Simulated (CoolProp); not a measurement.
Vapour pressure (bar) of ethylbenzene: the reference equation beside estimates from Tc = 617.1 K, pc = 36.22 bar, ω = 0.304.

The numbers come from the reference Helmholtz-energy equation of state, Zhou 2012 in CoolProp.

```
T (K)  reference  van der Waals  Redlich-Kwong
-----  ---------  -------------  -------------
415.5      1.193          5.936          2.261
423.3      1.454          6.542          2.662
431.1      1.757          7.186          3.113
438.9      2.108          7.870          3.617
446.7      2.509          8.596          4.176
454.5      2.967          9.364          4.795
462.3      3.486          10.17          5.476
470.1      4.071          11.03          6.222
```

Absolute difference from the reference over all 8 rows, mean and median: van der Waals 268.8 and 258.0 %, Redlich-Kwong 69.9 and 69.0 %.
